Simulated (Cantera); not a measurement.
Feed: 1 mol B2O3, 0.28 mol H2O, a varied amount of N2, equilibrated at 1325 °C and 41.0 mbar.

Cantera equilibrium calculation (NASA polynomials, part measured and part estimated; ideal gas, pure solids and liquids). Candidate condensed phases: B, BN, B2O3, B3O3H3, H2O; 39 gas species. Gases not in the tables: H3BO3. Kinetics and transport are ignored.

Question: At 2.8 mol N2, list the 6 most abundant gas species with their mole fractions, and the condensed phases.

Answer: N2 0.877, HBO2 0.0636, H2O 0.0556, B2O3 0.00345, H2 0.000216, O2 6.77e-5. Condensed: B2O3(l).
